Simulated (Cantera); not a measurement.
A freely propagating, adiabatic, planar premixed flame of H2 : O2 : N2 = 1 : 0.294 : 1.11 (molar parts), unburnt at 475 K and 100.0 Torr; mixture-averaged transport, grid criteria slope 0.08 and curve 0.16, no radiation.

Cantera simulation using the H2/O2 subset of GRI-Mech 3.0, which has no nitrogen chemistry; the numbers are that mechanism's predictions, not measurements. Burning velocities carry a grid error of a few per cent, more on coarse grids.

x: mole fraction of selected species; z is measured from the peak of heat release.

```csv
z (mm),T (K),u (m/s),x H2,x O2,x OH,x HO2,x H2O,x H2O2
-17.1,475,4.72,0.416,0.122,<1e-8,<1e-8,<1e-8,<1e-8
-11.4,475,4.72,0.416,0.122,<1e-8,<1e-8,<1e-8,<1e-8
-8.55,475,4.72,0.416,0.122,<1e-8,<1e-8,<1e-8,<1e-8
-5.70,475,4.72,0.416,0.122,<1e-8,___,<1e-8,<1e-8
-2.85,484,4.80,0.414,0.122,3.89e-5,___,0.000461,1.51e-6
-1.43,658,6.44,0.387,0.117,0.000374,___,0.0146,2.59e-6
0,1073,10.2,0.247,0.0708,0.00203,___,0.114,3.13e-7
1.43,1334,12.5,0.140,0.0105,0.00416,___,0.229,2.84e-7
2.85,1432,13.4,0.133,0.00394,0.00498,___,0.244,2.52e-7
5.70,1543,14.3,0.141,0.00309,0.00604,___,0.246,2.09e-7
11.4,1671,15.4,0.150,0.00249,0.00699,___,0.250,1.37e-7
22.8,1804,16.4,0.159,0.00181,0.00748,___,0.254,7.61e-8
45.6,1933,17.4,0.168,0.00116,0.00725,___,0.259,3.94e-8
```

Question: Complete the blanks.

Answer: 
- -5.70, x HO2: 1.05e-7
- -2.85, x HO2: 7.17e-5
- -1.43, x HO2: 3.86e-5
- 0, x HO2: 1.26e-5
- 1.43, x HO2: 1.80e-6
- 2.85, x HO2: 6.15e-7
- 5.70, x HO2: 4.25e-7
- 11.4, x HO2: 3.07e-7
- 22.8, x HO2: 2.08e-7
- 45.6, x HO2: 1.35e-7
